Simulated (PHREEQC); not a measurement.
30 mol of Mirabilite (Na2SO4:10H2O) is brought to equilibrium with 1 kg of water holding 0.052 mol MgCl2, at 25 °C and several pressures. The system is closed to CO2. The run lets Mirabilite, Bischofite, Bloedite, Brucite, Epsomite, Halite, Hexahydrite, Kieserite, Thenardite, MgCl2_4H2O precipitate or redissolve, and no other solid.

All values are PHREEQC results (Pitzer model, pitzer.dat), not measurements.

```tsv
P (atm)	dissolved Na (mol/kgw)	dissolved S (mol/kgw)
1	3.92	1.96
50	3.92	1.96
100	3.92	1.96
200	3.91	1.95
300	3.88	1.94
400	3.84	1.92
500	3.80	1.90
600	3.76	1.88
800	3.66	1.83
1000	3.56	1.78
```

Species that the database lacks are ignored.
